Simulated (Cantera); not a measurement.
An adiabatic, constant-volume homogeneous reactor starts with 22.5 % H2, 16.3 % O2, 61.2 % N2, at 1173 K and 27.0 bar.

Detailed kinetics in Cantera: GRI-Mech 3.0 (53 species, 325 reactions). The hydrogen kinetics of GRI-Mech 3.0 are dated; newer H2 mechanisms differ, most at raised pressure. The pressure lies above the range GRI-Mech 3.0 was tuned for (to about 10 atm).

Question: Predict: time of steepest temperature rise; temperature at 6.00 s; equilibrium temperature; x(H2) at 6.00 s; x(O2) at 6.00 s; x(H2O2) at 6.00 s; x(HO2) at 6.00 s; x(NO) at 6.00 s; x(H2O) at 6.00 s.

Answer: 
```
Item                                                                Result
---------------------------------  ---------------------------------------
time of steepest temperature rise                                 0.203 ms
temperature at 6.00 s                                               2924 K
equilibrium temperature                                             2924 K
x(H2) at 6.00 s                    0.00503 (gas-phase equilibrium 0.00503)
x(O2) at 6.00 s                      0.0446 (gas-phase equilibrium 0.0446)
x(H2O2) at 6.00 s                  5.99e-6 (gas-phase equilibrium 5.99e-6)
x(HO2) at 6.00 s                   4.93e-5 (gas-phase equilibrium 4.93e-5)
x(NO) at 6.00 s                      0.0186 (gas-phase equilibrium 0.0186)
x(H2O) at 6.00 s                       0.237 (gas-phase equilibrium 0.237)
```
